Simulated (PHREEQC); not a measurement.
A solution holds 0.0015 mol HBr, 0.00056 mol CuSO4 and 3.1e-05 mol CuCl2 per kg of water, at 25 °C. Closed to the air; pH follows from the charge balance.

Model: ion-association model, phreeqc.dat, run in PHREEQC.

Q: The ionic strength comes out as 0.00360 mol/kgw. What activity coefficients do HSO4-, Cl-, Cu+2, SO4-2, H+ get?

A: HSO4- 0.94, Cl- 0.94, Cu+2 0.78, SO4-2 0.77, H+ 0.94.

Precipitation was switched off in this run.
